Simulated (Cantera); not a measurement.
A closed system holds: 1 mol Al2O3, 45 mol HCl, 2.1 mol N2, at 1150 °C and 133 Pa.

These are equilibrium values from Cantera (NASA tables, ideal gas, pure condensed phases), not measurements of a reactor. Candidate condensed phases: Al, AlCl3, AlN, Al2O3, H2O, NH4Cl; 45 gas species. The numbers say what is thermodynamically allowed, not how fast it happens.

Base state: HCl 0.948, N2 0.0445, Cl 0.00342, H2 0.00172, H2O 0.00124, AlCl3 0.000826, Cl2 1.36e-5 (mole fractions); condensed: Al2O3(s).

### Question
What changes in the equilibrium state with this change: temperature from 1150 °C to 1525 °C?

### Answer
```
species          before     after
-------------  --------  --------
HCl               0.948     0.883
Cl              0.00342    0.0446
N2               0.0445    0.0436
H2              0.00172    0.0214
AlCl3          0.000826   0.00197
AlCl            1.00e-8  0.000124
AlOCl           2.86e-8   4.08e-5
AlCl2           8.85e-7  0.000282
H               7.55e-6   0.00141
Al2O3(s), mol     0.980     0.942
```
The tables' values for AlCl2 are old estimates; treat these amounts as uncertain.

### Question
What changes in the equilibrium state with this change: Al2O3 replaced by CaO?

### Answer
```csv
species,before,after
HCl,0.948,0.908
N2,0.0445,0.0445
CaCl2,0,0.0212
H2O,0.00124,0.0212
AlCl3,0.000826,0
Cl2,1.36e-5,1.28e-5
Cl,0.00342,0.00332
"Al2O3(s), mol",0.980,0
```
Further candidate phases: Ca, CaCl2, CaO, Ca(OH)2.
